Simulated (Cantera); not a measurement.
A closed system holds: 1 mol Pb, 1.1 mol CO, 0.38 mol N2, 0.57 mol H2, at 1600 K and 0.133 bar.

Equilibrium computed with Cantera from the NASA thermochemical tables; the gas is ideal and each condensed phase is pure. Candidate condensed phases: C, C6H6, C7H8, C8H18, H2O, Pb, PbO, PbO2, Pb3O4; 139 gas species. The numbers say what is thermodynamically allowed, not how fast it happens.

Task: What is the equilibrium state?

Result: 
```json
{
 "x(CO)": "0.361",
 "x(Pb)": "0.328",
 "x(H2)": "0.187",
 "x(N2)": "0.125",
 "x(Pb2)": "0.000179",
 "x(H)": "6.44e-5",
 "x(HCN)": "6.18e-5",
 "x(H2O)": "3.96e-5",
 "x(CO2)": "2.55e-5",
 "gas_amount": "3.049 mol",
 "log10 activity of Pb(l) (absent)": "-0.14",
 "log10 activity of C(graphite) (absent)": "-0.70"
}
```
